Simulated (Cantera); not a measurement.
Input: 1 mol Fe3O4, 0.03 mol HCl, 0.17 mol N2, equilibrated at 24.0 mbar.

Cantera equilibrium calculation (NASA polynomials, part measured and part estimated; ideal gas, pure solids and liquids). Candidate condensed phases: Fe, FeCl2, FeCl3, FeO, Fe(OH)2, Fe(OH)3, Fe2O3, Fe3O4, H2O, NH4Cl; 37 gas species. Mutual solubility and eutectic melting of coexisting phases are not modelled. Condensed phases not in the tables: FeOCl. Rates play no part.

x: gas mole fraction; n: condensed amount in mol.

| T (K) | x N2 | x HCl | x H2O | x FeCl2 | x FeCl3 | x Cl | n Fe2O3(s) | n Fe3O4(s) |
|---|---|---|---|---|---|---|---|---|
| 775 | 0.850 | 0.146 | 0.00201 | 0.00121 | 0.000455 | (withheld) | 0.000219 | 1.000 |
| 825 | 0.850 | 0.145 | 0.00272 | 0.00188 | 0.000509 | (withheld) | 0.000339 | 1.000 |
| 875 | 0.850 | 0.143 | 0.00357 | 0.00271 | 0.000543 | (withheld) | 0.000496 | 0.999 |
| 925 | 0.850 | 0.141 | 0.00456 | 0.00368 | 0.000562 | (withheld) | 0.000685 | 0.999 |
| 975 | 0.850 | 0.139 | 0.00567 | 0.00480 | 0.000568 | (withheld) | 0.000903 | 0.999 |
| 1025 | 0.850 | 0.136 | 0.00691 | 0.00603 | 0.000563 | (withheld) | 0.00114 | 0.999 |
| 1075 | 0.850 | 0.134 | 0.00824 | 0.00737 | 0.000551 | (withheld) | 0.00140 | 0.999 |
| 1125 | 0.850 | 0.131 | 0.00966 | 0.00877 | 0.000533 | (withheld) | 0.00165 | 0.998 |
| 1175 | 0.850 | 0.128 | 0.0111 | 0.0102 | 0.000511 | (withheld) | 0.00188 | 0.998 |

Problem. Some entries are withheld; supply them.

Solution. 
- 775, x Cl: 6.03e-9
- 825, x Cl: 3.93e-8
- 875, x Cl: 2.05e-7
- 925, x Cl: 8.91e-7
- 975, x Cl: 3.31e-6
- 1025, x Cl: 1.07e-5
- 1075, x Cl: 3.09e-5
- 1125, x Cl: 8.09e-5
- 1175, x Cl: 0.000194
